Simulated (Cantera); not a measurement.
A perfectly stirred reactor is fed with H₂ : O₂ : N₂ = 0.51 : 1 : 1.4 (molar parts), equivalence ratio 0.26, at 33000 Pa; it is held at 1125 K, and followed from long to short residence time.

Detailed kinetics in Cantera: GRI-Mech 3.0 (53 species, 325 reactions). The temperature is held fixed by assumption; the heat of reaction is taken as removed at once.

**Question.** Predict: x(H₂) at τ = 0.440 s; x(O₂) at τ = 0.440 s; x(NO₂) at τ = 0.440 s; x(NO) at τ = 0.440 s; x(HO₂) at τ = 0.440 s; x(H₂) at τ = 12.0 ms; x(O₂) at τ = 12.0 ms; x(NO) at τ = 12.0 ms; x(HO₂) at τ = 12.0 ms.

**Answer.** 
```json
{
 "x(H₂) at τ = 0.440 s": "0.000420",
 "x(O₂) at τ = 0.440 s": "0.281",
 "x(NO₂) at τ = 0.440 s": "2.21e-9",
 "x(NO) at τ = 0.440 s": "4.92e-8",
 "x(HO₂) at τ = 0.440 s": "1.33e-5",
 "x(H₂) at τ = 12.0 ms": "0.00374",
 "x(O₂) at τ = 12.0 ms": "0.281",
 "x(NO) at τ = 12.0 ms": "7.90e-8",
 "x(HO₂) at τ = 12.0 ms": "5.70e-5"
}
```
